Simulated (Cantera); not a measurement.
**Gas activation for diamond growth**

An isothermal, constant-pressure homogeneous reactor starts with CH4 : H2 = 0.033 : 1 (molar parts), at 1675 K and 2000 Pa.

Detailed kinetics in Cantera: GRI-Mech 3.0 (53 species, 325 reactions). GRI-Mech 3.0 stops at C3 and has no aromatics, soot or wall deposition, so with more carbon than oxygen in the feed, carbon stays in small species such as C2H2 where larger ones or solid carbon would form. Radical loss at walls, strong at low pressure, is not modelled.

| t (s) | x CH4 | x H2 | x C2H4 | x C2H | x CH3 |
|---|---|---|---|---|---|
| 0.000100 | 0.0319 | 0.968 | <1e-12 | <1e-12 | 7.60e-7 |
| 0.000268 | 0.0319 | 0.968 | 2.16e-11 | <1e-12 | 1.98e-6 |
| 0.000720 | 0.0319 | 0.968 | 4.42e-10 | <1e-12 | 5.25e-6 |
| 0.00193 | 0.0319 | 0.968 | 8.68e-9 | <1e-12 | 1.40e-5 |
| 0.00518 | 0.0319 | 0.968 | 1.65e-7 | <1e-12 | 3.74e-5 |
| 0.0139 | 0.0318 | 0.968 | 2.85e-6 | <1e-12 | 9.92e-5 |
| 0.0373 | 0.0316 | 0.968 | 2.83e-5 | 6.15e-11 | 0.000245 |
| 0.100 | 0.0302 | 0.968 | 6.47e-5 | 1.84e-9 | 0.000399 |
| 0.268 | 0.0262 | 0.970 | 5.59e-5 | 8.76e-9 | 0.000374 |
| 0.720 | 0.0191 | 0.974 | 3.61e-5 | 2.18e-8 | 0.000282 |
| 1.93 | 0.0106 | 0.978 | 2.14e-5 | 3.88e-8 | 0.000166 |
| 5.18 | 0.00464 | 0.981 | 1.71e-5 | 5.24e-8 | 7.57e-5 |
| 13.9 | 0.00180 | 0.983 | 1.72e-5 | 5.94e-8 | 3.01e-5 |
| 37.3 | 0.000727 | 0.983 | 1.75e-5 | 6.21e-8 | 1.23e-5 |
| 100 | 0.000413 | 0.983 | 1.77e-5 | 6.28e-8 | 6.98e-6 |
x: mole fraction; the columns are a selection and need not sum to one.

Equilibrium at this temperature and pressure: CH4 0.000378, H2 0.984, C2H4 1.77e-5, C2H 6.29e-8, CH3 6.39e-6 (gas phase only).
